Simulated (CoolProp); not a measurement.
Model: reference Helmholtz-energy equation of state, Schmidt 1985, in CoolProp.

Task: For oxygen, give the phase and the cv (kJ/(kg K)), speed of sound (m/s), Joule-Thomson coefficient (K/MPa), viscosity (µPa s) at -178.55 °C and 73.2 bar.

Result: 
- -178.55 °C and 73.2 bar: liquid; cv 0.927, speed of sound 904, Joule-Thomson coefficient -0.318, viscosity 187

Viscosity comes from a separate model (Lemmon 2004).
